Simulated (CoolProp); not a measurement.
A single-stage vapour-compression cycle with the fluid: evaporating at 229.15 K (dew point), condensing at 265.15 K (bubble point), superheat 8 K, subcooling 5 K, compressor efficiency 0.65, no pressure losses. The same conditions are run with several fluids, on thermodynamics alone (safety and materials aside).

Computed with CoolProp (reference Helmholtz-energy equation of state of each fluid (C2F6 (R116): Lemmon 2006; n-perfluorobutane: Gao 2022; propylene: Lemmon 2013; propane: Lemmon 2009; R143a: Lemmon and Jacobsen 2000; carbonyl sulfide: Lemmon 2006)).

**Question.** Rank C2F6 (R116), n-perfluorobutane, propylene, propane, R143a, carbonyl sulfide by cooling COP, highest first.

**Answer.** propane (3.71), propylene (3.69), R143a (3.66), carbonyl sulfide (3.62), n-perfluorobutane (3.53), C2F6 (R116) (3.20)

```
fluid              pressure ratio  discharge temperature (K)  refrigerating effect (kJ/kg)  volumetric capacity (kJ/m³)
-----------------  --------------  -------------------------  ----------------------------  ---------------------------
C2F6 (R116)                  3.18                      280.1                          71.1                         2620
n-perfluorobutane            6.25                      268.0                          83.6                          129
propylene                    3.83                      311.6                           375                          989
propane                      3.96                      304.9                           367                          790
R143a                        4.07                      301.3                           188                          993
carbonyl sulfide             3.81                      349.7                           272                         1140
```
